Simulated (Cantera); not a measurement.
A Cantera script and its output.

```python
import numpy as np
import cantera as ct

gas = ct.Solution("gri30.yaml", transport_model="multicomponent")
show = ['CO2', 'NH3', 'CH3']

rows = []
print(f"{'T/K':>7s}{'rho':>11s}{'cp':>10s}{'mu':>11s}{'lambda':>11s}{'Pr':>7s}" + "".join(f"{'D_' + s:>11s}" for s in show))
for T in [400, 500, 600, 700, 800, 900, 1000]:
    gas.TPX = T, 2600, {'C2H6': 0.061, 'C2H2': 0.49, 'CO2': 0.91}
    Pr = gas.cp_mass * gas.viscosity / gas.thermal_conductivity
    D = [gas.mix_diff_coeffs_mole[gas.species_index(s)] for s in show]
    rows.append([gas.density, gas.cp_mass, gas.viscosity, gas.thermal_conductivity, Pr, *D])
    print(f"{T:7g}{gas.density:11.4e}{gas.cp_mass:10.1f}{gas.viscosity:11.4e}"
          f"{gas.thermal_conductivity:11.4e}{Pr:7.3f}" + "".join(f"{d:11.4e}" for d in D))
print("SI units: kg/m3, J/kg/K, Pa s, W/m/K, m2/s")
```

Result:

```
    T/K        rho        cp         mu     lambda     Pr      D_CO2      D_NH3      D_CH3
    400 2.9238e-02    1211.0 1.7567e-05 2.8938e-02  0.735 8.1305e-04 1.1029e-03 1.1539e-03
    500 2.3390e-02    1320.6 2.1286e-05 3.8191e-02  0.736 1.2281e-03 1.6998e-03 1.7257e-03
    600 1.9492e-02    1409.6 2.4685e-05 4.7245e-02  0.736 1.7074e-03 2.4008e-03 2.3824e-03
    700 1.6707e-02    1483.2 2.7830e-05 5.6047e-02  0.737 2.2460e-03 3.1970e-03 3.1176e-03
    800 1.4619e-02    1545.9 3.0773e-05 6.4609e-02  0.736 2.8397e-03 4.0813e-03 3.9263e-03
    900 1.2995e-02    1600.9 3.3547e-05 7.2977e-02  0.736 3.4854e-03 5.0479e-03 4.8047e-03
   1000 1.1695e-02    1650.6 3.6182e-05 8.1195e-02  0.736 4.1806e-03 6.0923e-03 5.7494e-03
SI units: kg/m3, J/kg/K, Pa s, W/m/K, m2/s
```

Computed with Cantera and GRI-Mech 3.0 (53 species, 325 reactions).
